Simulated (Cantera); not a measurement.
A closed system holds: 1 mol CH₄, 0.25 mol H₂O, 1.4 mol N₂, equilibrated at 725 K and 8.10 bar.

Equilibrium computed with Cantera from the NASA thermochemical tables; the gas is ideal and each condensed phase is pure. Equilibrium is a limit: real reactors are often held back by kinetics, nucleation or transport.

```csv
species,before,after
N₂,0.505,0.483
CH₄,0.321,0.310
H₂O,0.0813,0.111
H₂,0.0878,0.0863
CO₂,0.00415,0.00799
CO,0.000595,0.000826
NH₃,0.00103,0.000978
"C(graphite), mol",0.0984,0.0773
```
Gas species are given as mole fractions.

Problem. What was changed between the two runs?
A. temperature from 725 K to 1798 K
B. temperature from 725 K to 523.15 K
C. temperature from 725 K to 3023 K
D. H₂O from 0.25 to 0.37 mol

Solution. D, H₂O from 0.25 to 0.37 mol
